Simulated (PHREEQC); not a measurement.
Solution (25 °C): 0.0095 mol HCl, 0.01 mol NiSO4 and 0.00032 mol MnSO4 per kg of water. It is in equilibrium with CO2 at log p = -3.4 (atm). Otherwise closed; pH follows from the charge balance.

Model: ion-association model, wateq4f.dat, run in PHREEQC.

Question: The ionic strength comes out as 0.0373 mol/kgw. What activity coefficients do H+, Mn+2, Cl-, HSO4-, MnCl+ get?

Answer: H+ 0.86, Mn+2 0.52, Cl- 0.83, HSO4- 0.84, MnCl+ 0.84.

Precipitation was switched off in this run. Complexes and solids missing from the database can't appear.
